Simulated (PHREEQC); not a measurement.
A PHREEQC input (ion-association model, phreeqc.dat):

```
SOLUTION 1
  temp 25
  units mg/kgw
  pH 6.48
  pe 0.6
  Na 0.56
  K 2.47
  Ca 2.18
  Mg 0.0696
  Cl 4.61
  S(6) 1.5 as SO4
  Alkalinity 2.22 as HCO3
  F 0.0885
  Zn 0.0371
  Br 0.00434
  B 0.000313
  Li 0.00448
END
USE solution 1
EQUILIBRIUM_PHASES 1
  Quart 0 0.5
  CO2(g) -2 10
END
```

It stops with these messages:

```
ERROR: Phase not found in database, Quart.
ERROR: Calculations terminating due to input errors.
```

The fault: the phase Quartz misspelt. The line should read `Quartz` where the input has `Quart`. With the mend the run ends at pH 5.42 and ionic strength 0.000280 mol/kgw.
